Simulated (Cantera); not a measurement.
Cantera run:

```python
import numpy as np
import cantera as ct

gas_names = [...]  # 113 gases of nasa_gas.yaml made of C, H, O, Ti
cond_names = """
    C(gr) C6H6(L) C7H8(L) C8H18(L),n-octa H2O(s) H2O(L) Ti(a) Ti(b) Ti(L) TiC(s) TiC(L) TiO(a) TiO(b)
    TiO(L) TiO2(ru) TiO2(L) Ti2O3(a) Ti2O3(b) Ti2O3(L) Ti3O5(a) Ti3O5(b) Ti3O5(L) Ti4O7(s) Ti4O7(L)
""".split()


# ... load() reads the species with a 1 bar reference pressure and builds the phases ...
atoms = {
    'Ti': {'Ti': 1},
    'CO': {'C': 1, 'O': 1},
    'H2': {'H': 2},
}
top_T = {'C(gr)': 4500}  # K; cautious upper limits of use, not melting points


# ... equilibrate(T, P, feed) seeds the gas with the atoms and calls Mixture.equilibrate('TP', solver="vcs", rtol=1e-11, max_steps=5000) ...
results = []
P = 4600  # Pa
for T in [1000, 1100, 1200, 1300, 1400, 1500, 1600, 1700, 1800, 1900, 2000]:
    for m in [2.5, 3.1, 3.8, 4.7, 5.8, 7.1, 8.7, 11, 13, 16, 20, 24, 30]:
        feed = {'Ti': 1, 'CO': m, 'H2': 34}  # mol
        mix = equilibrate(T, P, feed)
        results.append((T, P, feed, dict(zip(mix.species_names, mix.species_moles))))

for T, P, feed, n in results:
    print(f"{T:7g} {feed['CO']:10.4g}  " + (" + ".join(c for c in cond_names if n.get(c, 0) > 1e-12) or "gas only"))
```

It prints:

```
   1000        2.5  C(gr) + TiO2(ru)
   1000        3.1  C(gr) + TiO2(ru)
   1000        3.8  C(gr) + TiO2(ru)
   1000        4.7  C(gr) + TiO2(ru)
   1000        5.8  C(gr) + TiO2(ru)
   1000        7.1  C(gr) + TiO2(ru)
   1000        8.7  C(gr) + TiO2(ru)
   1000         11  C(gr) + TiO2(ru)
   1000         13  C(gr) + TiO2(ru)
   1000         16  C(gr) + TiO2(ru)
   1000         20  C(gr) + TiO2(ru)
   1000         24  C(gr) + TiO2(ru)
   1000         30  C(gr) + TiO2(ru)
   1100        2.5  C(gr) + Ti4O7(s)
   1100        3.1  C(gr) + Ti4O7(s)
   1100        3.8  C(gr) + Ti4O7(s)
   1100        4.7  C(gr) + TiO2(ru) + Ti4O7(s)
   1100        5.8  C(gr) + TiO2(ru)
   1100        7.1  C(gr) + TiO2(ru)
   1100        8.7  C(gr) + TiO2(ru)
   1100         11  C(gr) + TiO2(ru)
   1100         13  C(gr) + TiO2(ru)
   1100         16  C(gr) + TiO2(ru)
   1100         20  C(gr) + TiO2(ru)
   1100         24  C(gr) + TiO2(ru)
   1100         30  C(gr) + TiO2(ru)
   1200        2.5  C(gr) + TiC(s) + Ti3O5(b)
   1200        3.1  C(gr) + Ti3O5(b)
   1200        3.8  C(gr) + Ti3O5(b)
   1200        4.7  C(gr) + Ti3O5(b)
   1200        5.8  C(gr) + Ti3O5(b)
   1200        7.1  C(gr) + Ti3O5(b)
   1200        8.7  C(gr) + Ti4O7(s)
   1200         11  C(gr) + Ti4O7(s)
   1200         13  C(gr) + Ti4O7(s)
   1200         16  C(gr) + Ti4O7(s)
   1200         20  C(gr) + Ti4O7(s)
   1200         24  C(gr) + Ti4O7(s)
   1200         30  C(gr) + Ti4O7(s)
   1300        2.5  TiC(s) + Ti2O3(b)
   1300        3.1  TiC(s) + Ti2O3(b)
   1300        3.8  TiC(s) + Ti2O3(b)
   1300        4.7  TiC(s) + Ti2O3(b)
   1300        5.8  TiC(s) + Ti2O3(b)
   1300        7.1  TiC(s) + Ti3O5(b)
   1300        8.7  TiC(s) + Ti3O5(b)
   1300         11  C(gr) + TiC(s) + Ti3O5(b)
   1300         13  C(gr) + Ti3O5(b)
   1300         16  C(gr) + Ti3O5(b)
   1300         20  C(gr) + Ti3O5(b)
   1300         24  C(gr) + Ti3O5(b)
   1300         30  C(gr) + Ti3O5(b)
   1400        2.5  TiC(s) + Ti2O3(b)
   1400        3.1  TiC(s) + Ti2O3(b)
   1400        3.8  TiC(s) + Ti2O3(b)
   1400        4.7  TiC(s) + Ti2O3(b)
   1400        5.8  TiC(s) + Ti2O3(b)
   1400        7.1  TiC(s) + Ti2O3(b)
   1400        8.7  TiC(s) + Ti2O3(b)
   1400         11  TiC(s) + Ti2O3(b)
   1400         13  TiC(s) + Ti2O3(b)
   1400         16  TiC(s) + Ti2O3(b)
   1400         20  TiC(s) + Ti2O3(b)
   1400         24  TiC(s) + Ti2O3(b)
   1400         30  TiC(s) + Ti2O3(b)
   1500        2.5  TiC(s) + Ti2O3(b)
   1500        3.1  TiC(s) + Ti2O3(b)
   1500        3.8  TiC(s) + Ti2O3(b)
   1500        4.7  TiC(s) + Ti2O3(b)
   1500        5.8  TiC(s) + Ti2O3(b)
   1500        7.1  TiC(s) + Ti2O3(b)
   1500        8.7  TiC(s) + Ti2O3(b)
   1500         11  TiC(s) + Ti2O3(b)
   1500         13  TiC(s) + Ti2O3(b)
   1500         16  TiC(s) + Ti2O3(b)
   1500         20  TiC(s) + Ti2O3(b)
   1500         24  TiC(s) + Ti2O3(b)
   1500         30  TiC(s) + Ti2O3(b)
   1600        2.5  TiC(s) + Ti2O3(b)
   1600        3.1  TiC(s) + Ti2O3(b)
   1600        3.8  TiC(s) + Ti2O3(b)
   1600        4.7  TiC(s) + Ti2O3(b)
   1600        5.8  TiC(s) + Ti2O3(b)
   1600        7.1  TiC(s) + Ti2O3(b)
   1600        8.7  TiC(s) + Ti2O3(b)
   1600         11  TiC(s) + Ti2O3(b)
   1600         13  TiC(s) + Ti2O3(b)
   1600         16  TiC(s) + Ti2O3(b)
   1600         20  TiC(s) + Ti2O3(b)
   1600         24  TiC(s) + Ti2O3(b)
   1600         30  TiC(s) + Ti2O3(b)
   1700        2.5  TiC(s) + Ti2O3(b)
   1700        3.1  TiC(s) + Ti2O3(b)
   1700        3.8  TiC(s) + Ti2O3(b)
   1700        4.7  TiC(s) + Ti2O3(b)
   1700        5.8  TiC(s) + Ti2O3(b)
   1700        7.1  TiC(s) + Ti2O3(b)
   1700        8.7  TiC(s) + Ti2O3(b)
   1700         11  TiC(s) + Ti2O3(b)
   1700         13  TiC(s) + Ti2O3(b)
   1700         16  TiC(s) + Ti2O3(b)
   1700         20  TiC(s) + Ti2O3(b)
   1700         24  TiC(s) + Ti2O3(b)
   1700         30  TiC(s) + Ti2O3(b)
   1800        2.5  TiC(s) + TiO(b) + Ti2O3(b)
   1800        3.1  TiC(s) + Ti2O3(b)
   1800        3.8  TiC(s) + Ti2O3(b)
   1800        4.7  TiC(s) + Ti2O3(b)
   1800        5.8  TiC(s) + Ti2O3(b)
   1800        7.1  TiC(s) + Ti2O3(b)
   1800        8.7  TiC(s) + Ti2O3(b)
   1800         11  TiC(s) + Ti2O3(b)
   1800         13  TiC(s) + Ti2O3(b)
   1800         16  TiC(s) + Ti2O3(b)
   1800         20  TiC(s) + Ti2O3(b)
   1800         24  TiC(s) + Ti2O3(b)
   1800         30  TiC(s) + Ti2O3(b)
   1900        2.5  TiC(s) + TiO(b)
   1900        3.1  TiC(s) + TiO(b)
   1900        3.8  TiC(s) + TiO(b)
   1900        4.7  TiC(s) + TiO(b)
   1900        5.8  TiC(s) + TiO(b)
   1900        7.1  TiC(s) + TiO(b)
   1900        8.7  TiC(s) + TiO(b)
   1900         11  TiC(s) + Ti2O3(b)
   1900         13  TiC(s) + Ti2O3(b)
   1900         16  TiC(s) + Ti2O3(b)
   1900         20  TiC(s) + Ti2O3(b)
   1900         24  TiC(s) + Ti2O3(b)
   1900         30  TiC(s) + Ti2O3(b)
   2000        2.5  TiC(s) + TiO(b)
   2000        3.1  TiC(s) + TiO(b)
   2000        3.8  TiC(s) + TiO(b)
   2000        4.7  TiC(s) + TiO(b)
   2000        5.8  TiC(s) + TiO(b)
   2000        7.1  TiC(s) + TiO(b)
   2000        8.7  TiC(s) + TiO(b)
   2000         11  TiC(s) + TiO(b)
   2000         13  TiC(s) + TiO(b)
   2000         16  TiC(s) + TiO(b)
   2000         20  TiC(s) + TiO(b)
   2000         24  TiC(s) + TiO(b)
   2000         30  TiC(s) + TiO(b)
```

Cantera equilibrium calculation (NASA polynomials, part measured and part estimated; ideal gas, pure solids and liquids). Mutual solubility and eutectic melting of coexisting phases are not modelled. TiC, TiO: taken at fixed stoichiometry. Condensed phases not in the tables: Magnéli phases beyond Ti4O7, solid solutions among these carbides, nitrides and lower oxides.
